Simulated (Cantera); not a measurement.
Input: 1 mol MgO, 0.77 mol N2, at 1848.15 K and 1 atm.

Method: chemical equilibrium by Gibbs-energy minimisation in Cantera with the NASA 1993 tables (ideal gas, pure condensed phases). Candidate condensed phases: Mg, MgO; 13 gas species. The numbers say what is thermodynamically allowed, not how fast it happens.

Base state: N2 1.000 (mole fractions); condensed: MgO(s).

Question: What changes in the equilibrium state with this change: temperature from 1848.15 K to 2650 K?

Answer: 
| species | before | after |
|---|---|---|
| N2 | 1.000 | 0.990 |
| Mg | 1.21e-6 | 0.00550 |
| NO | 1.17e-6 | 0.00237 |
| MgO | <1e-9 | 0.000299 |
| O2 | 9.53e-9 | 0.00109 |
| O | 1.84e-8 | 0.000953 |
| MgO(s), mol | 1.000 | 0.995 |
